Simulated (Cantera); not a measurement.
Charge: 1 mol CH3F, 6 mol H2, held at 2375 K and 3.70 Pa.

Method: chemical equilibrium by Gibbs-energy minimisation in Cantera with the NASA 1993 tables (ideal gas, pure condensed phases). Candidate condensed phases: C, C6H6, C7H8, C8H18; 95 gas species. Equilibrium is a limit: real reactors are often held back by kinetics, nucleation or transport.

Base state: H 0.802, H2 0.120, HF 0.0737, C3 0.00173, C2H2 (acetylene) 0.000743, C 0.000736, F 0.000733, C2H 0.000270 (mole fractions); condensed: C(graphite).

What changes in the equilibrium state with this change: temperature from 2375 K to 1525 K?


```json
[
 {"species": "H2", "before": "0.120", "after": "0.872"},
 {"species": "HF", "before": "0.0737", "after": "0.125"},
 {"species": "H", "before": "0.802", "after": "0.00363"},
 {"species": "C3", "before": "0.00173", "after": "<1e-9"},
 {"species": "C", "before": "0.000736", "after": "<1e-9"},
 {"species": "C(graphite), mol", "before": "0.889", "after": "1.000"}
]
```

What changes in the equilibrium state with this change: H2 from 6 to 0.057 mol?


| species | before | after |
|---|---|---|
| H | 0.802 | 0.592 |
| HF | 0.0737 | 0.335 |
| H2 | 0.120 | 0.0651 |
| F | 0.000733 | 0.00452 |
| CF | 1.59e-5 | 9.83e-5 |
| C2H2 (acetylene) | 0.000743 | 0.000405 |
| C(graphite), mol | 0.889 | 0.978 |
